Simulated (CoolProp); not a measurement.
The fluid at 298.15 K and 8.69 MPa flows at 14 m/s in a round tube of 25 mm bore and 0.25 µm roughness, fully developed (64/Re and Nu = 3.66 if laminar; Colebrook and Gnielinski if turbulent). The same conditions are run with several fluids, on thermodynamics alone (safety and materials aside).

Model: reference Helmholtz-energy equation of state of each fluid (C2F6 (R116): Lemmon 2006; dry air: Lemmon 2000; normal hydrogen: Leachman 2009; nitrogen: Span 2000), in CoolProp. Blends and air are pseudo-pure fits.

Rank C2F6 (R116), dry air, normal hydrogen, nitrogen by Reynolds number, highest first.

C2F6 (R116) (3620000), dry air (1780000), nitrogen (1760000), normal hydrogen (261000)

| fluid | Darcy friction factor | pressure drop (Pa/m) | heat-transfer coefficient (W/(m² K)) | mass flow (kg/h) |
|---|---|---|---|---|
| C2F6 (R116) | 0.00994 | 44100 | 16500 | 28000 |
| dry air | 0.0109 | 4380 | 2420 | 2540 |
| normal hydrogen | 0.0149 | 394 | 2910 | 166 |
| nitrogen | 0.0109 | 4200 | 2390 | 2430 |

Transport values come from each fluid's own correlations; those of C2F6 (R116) are estimates that may be off by 10 % or more.
